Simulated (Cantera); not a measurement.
Input (Python, Cantera):

```python
import numpy as np
import cantera as ct

gas = ct.Solution("gri30.yaml")
gas.TPX = 1423, 101325, {'CH4': 1, 'H2O': 1.2}
reactor = ct.IdealGasConstPressureReactor(gas, energy="off", clone=False)
net = ct.ReactorNet([reactor])
net.rtol, net.atol = 1e-08, 1e-18
show = ['CH4', 'H2O', 'HO2', 'C2H', 'O2', 'C2H6']
times = np.geomspace(2e-06, 4, 10)

steps = ct.SolutionArray(gas, extra=["t"])
rows = []
print(f"{'t/s':>10s}{'T/K':>9s}{'P/Pa':>11s}" + "".join(f"{s:>11s}" for s in show))
for t in times:
    while net.time < t:
        t_next = net.step()
        steps.append(gas.state, t=t_next)
    rows.append([np.interp(t, steps.t, y) for y in (steps.T, steps.P, *steps(*show).X.T)])
    print(f"{t:10.3e}{rows[-1][0]:9.1f}{rows[-1][1]:11.4g}" + "".join(f"{x:11.3e}" for x in rows[-1][2:]))
rate = np.gradient(steps.T, steps.t)
print("integrator steps:", len(steps.t))
if steps.T.max() > steps.T[0] + 200:
    print(f"time of steepest temperature rise: {steps.t[rate.argmax()]:.4e} s")
gas.TPX = 1423, 101325, {'CH4': 1, 'H2O': 1.2}
gas.equilibrate("TP")
print(f"equilibrium (TP): T = {gas.T:.1f} K  " + "  ".join(f"{s} {gas[s].X[0]:.3e}" for s in show))
```

Output:

```
       t/s      T/K       P/Pa        CH4        H2O        HO2        C2H         O2       C2H6
 2.000e-06   1423.0  1.013e+05  4.545e-01  5.455e-01  4.423e-23  1.094e-29  1.359e-24  2.336e-12
 1.003e-05   1423.0  1.013e+05  4.545e-01  5.455e-01  2.094e-21  4.811e-26  2.747e-22  3.206e-10
 5.026e-05   1423.0  1.013e+05  4.545e-01  5.455e-01  2.119e-19  1.837e-22  1.277e-19  4.048e-08
 2.520e-04   1423.0  1.013e+05  4.545e-01  5.454e-01  1.516e-17  6.072e-19  5.092e-17  3.884e-06
 1.263e-03   1423.0  1.013e+05  4.543e-01  5.454e-01  5.428e-17  2.143e-16  1.948e-15  7.365e-05
 6.333e-03   1423.0  1.013e+05  4.534e-01  5.454e-01  1.301e-16  2.695e-14  2.483e-14  4.169e-04
 3.175e-02   1423.0  1.013e+05  4.472e-01  5.441e-01  3.263e-16  4.334e-12  3.769e-13  1.143e-03
 1.592e-01   1423.0  1.013e+05  4.131e-01  5.322e-01  3.223e-16  1.147e-10  1.486e-12  8.590e-04
 7.979e-01   1423.0  1.013e+05  3.068e-01  4.902e-01  2.069e-16  4.679e-10  3.664e-13  3.212e-04
 4.000e+00   1423.0  1.013e+05  1.545e-01  4.151e-01  2.187e-16  9.372e-10  1.047e-13  1.178e-04
integrator steps: 1122
equilibrium (TP): T = 1423.0 K  CH4 2.449e-05  H2O 4.171e-02  HO2 1.618e-18  C2H 3.373e-18  O2 1.371e-15  C2H6 2.052e-12
```

Cantera simulation using GRI-Mech 3.0 (53 species, 325 reactions); the numbers are that mechanism's predictions, not measurements.
